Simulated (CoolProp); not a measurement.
Saturation properties of nitrogen.

Model: reference Helmholtz-energy equation of state, Span 2000, in CoolProp.

| T (K) | p (bar) | liquid cp (kJ/(kg K)) | vapour Z | surface tension (mN/m) | liquid viscosity (µPa s) | liquid conductivity (mW/(m K)) |
|---|---|---|---|---|---|---|
| 71.2 | 0.4581 | 2.018 | 0.9756 | 10.3 | ___ | 157 |
| 75.5 | ___ | 2.033 | 0.9633 | 9.30 | 173 | 148 |
| 79.8 | 1.339 | 2.054 | 0.9475 | 8.33 | 146 | 140 |
| 84 | 2.076 | 2.083 | 0.9285 | 7.40 | 126 | 132 |
| 88.3 | 3.107 | 2.122 | 0.9052 | 6.47 | 109 | 123 |
| 92.5 | 4.439 | 2.173 | 0.8785 | 5.59 | 95.0 | 115 |
| 96.8 | 6.190 | ___ | 0.8470 | 4.72 | 83.3 | 106 |
| 101.1 | 8.393 | 2.348 | 0.8107 | 3.87 | 73.3 | 97.9 |
| 105.3 | 11.04 | 2.491 | 0.7701 | ___ | 64.7 | 89.7 |

**Question.** Complete the blanks.

**Answer.** 
- 71.2, liquid viscosity (µPa s): 208
- 75.5, p (bar): 0.8095
- 96.8, liquid cp (kJ/(kg K)): 2.246
- 105.3, surface tension (mN/m): 3.08

It boils at 77.4 K under 1 atm.

Viscosity comes from a separate model (Lemmon 2004). Thermal conductivity comes from a separate model (Lemmon 2004). Surface tension comes from a separate correlation (Mulero 2012).
